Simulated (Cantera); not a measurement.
# Thermodynamics of silicon etching in halogen gases, feed Si + HF

Feed: 1 mol Si, 3.4 mol HF, equilibrated at 652 °C and 0.00750 bar.

Method: chemical equilibrium by Gibbs-energy minimisation in Cantera with the NASA 1993 tables (ideal gas, pure condensed phases). Candidate condensed phases: Si; 25 gas species. The tables' values for SiF3 are old estimates; treat these amounts as uncertain. Kinetics and transport are ignored.

```json
{
  "x(H2)": "0.663",
  "x(SiF4)": "0.327",
  "x(SiHF3)": "0.00979",
  "x(SiF3)": "0.000276",
  "x(SiH2F2)": "0.000161",
  "x(HF)": "1.26e-5",
  "n(Si(s))": "0.143 mol",
  "gas_amount": "2.544 mol"
}
```
